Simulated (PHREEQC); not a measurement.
Consider water at 90 °C with 6.4 mmol/kgw NaOH, 31 mmol/kgw SrCl2 and 150 mmol/kgw MgCl2. Closed to the air; pH follows from the charge balance.

The numbers come from PHREEQC with the ion-association model, phreeqc.dat.

**Question.** The ionic strength comes out as 0.537 mol/kgw. What activity coefficients do OH-, Na+, Sr+2, Cl-, MgOH+ get?

**Answer.** OH- 0.59, Na+ 0.68, Sr+2 0.21, Cl- 0.61, MgOH+ 0.69.

This is a speciation only: nothing precipitates in the calculation. Away from 25 °C the constants follow the database's enthalpies or fits; those with neither stay at their 25 °C values.
